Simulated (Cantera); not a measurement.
Charge: 1 mol Si2Cl6, 16 mol NH3, equilibrated at 46.0 Pa.

Cantera equilibrium calculation (NASA polynomials, part measured and part estimated; ideal gas, pure solids and liquids). Candidate condensed phases: NH4Cl, Si, Si3N4; 28 gas species. The feed counts by its element totals alone. Gases not in the tables: Si2H6 and higher silanes. The numbers say what is thermodynamically allowed, not how fast it happens.

Task: Which condensed phases are stable at each of these points (T (°C)): 1202, 1252, 1302, 1352, 1402, 1452, 1502, 1552, 1602, 1652, 1702, 1752, 1802?

Result: 
| T (°C) | condensed phases | Si condensed (%) |
|---|---|---|
| 1202 | Si3N4(s) | 49.7 |
| 1252 | Si3N4(s) | 32.7 |
| 1302 | Si(s) | 27.2 |
| 1352 | Si(s) | 25.8 |
| 1402 | Si(s) | 23.9 |
| 1452 | Si(l) | 22.4 |
| 1502 | Si(l) | 19.0 |
| 1552 | Si(l) | 10.5 |
| 1602 | gas only | 0.0 |
| 1652 | gas only | 0.0 |
| 1702 | gas only | 0.0 |
| 1752 | gas only | 0.0 |
| 1802 | gas only | 0.0 |

From 1202 °C to 1252 °C the condensed part is Si3N4(s). From 1302 °C to 1402 °C the condensed part is Si(s). From 1452 °C to 1552 °C the condensed part is Si(l). From 1602 °C to 1802 °C nothing is condensed.
